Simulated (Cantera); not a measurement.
A perfectly stirred reactor is fed with CH4 : C2H6 : C3H8 : O2 : N2 : CO2 = 1 : 0.048 : 0.49 : 4.97 : 18.7 : 0.66 (molar parts), at 760 Torr; it is adiabatic with a 700 K inlet, and is followed from long to short residence time, starting on the burning branch (τ in s: 0.028, 0.014, 0.0068, 0.0033, 0.0016, 0.00081, 0.0004, 0.0002, 9.7e-05, 4.8e-05, 2.4e-05, 1.2e-05).

Cantera simulation using GRI-Mech 3.0 (53 species, 325 reactions); the numbers are that mechanism's predictions, not measurements. GRI-Mech 3.0 was tuned for natural gas; its chemistry of propane as a main component is partial and can be far from experiment.

Q: What does this change do: N2 18.7 to 24 parts?

A: 
```json
[
 {"quantity": "blow-out, bracketed by the residence times tried", "before": "burning at 48.0 µs, out at 24.0 µs", "after": "burning at 97.0 µs, out at 48.0 µs"},
 {"quantity": "x(CH4) at τ = 28.0 ms", "before": "2.53e-6", "after": "4.09e-6"},
 {"quantity": "x(C2H6) at τ = 28.0 ms", "before": "1.65e-8", "after": "3.18e-8"},
 {"quantity": "x(C3H8) at τ = 28.0 ms", "before": "1.87e-7", "after": "3.21e-7"},
 {"quantity": "x(CH2) at τ = 28.0 ms", "before": "2.16e-7", "after": "2.72e-7"},
 {"quantity": "x(CO) at τ = 28.0 ms", "before": "0.0151", "after": "0.00917"},
 {"quantity": "x(CH4) at τ = 0.400 ms", "before": "7.57e-5", "after": "0.000106"},
 {"quantity": "x(C2H6) at τ = 0.400 ms", "before": "9.01e-7", "after": "1.28e-6"},
 {"quantity": "x(C3H8) at τ = 0.400 ms", "before": "7.39e-6", "after": "1.03e-5"},
 {"quantity": "x(CH2) at τ = 0.400 ms", "before": "3.88e-6", "after": "3.75e-6"},
 {"quantity": "x(CO) at τ = 0.400 ms", "before": "0.0340", "after": "0.0269"}
]
```
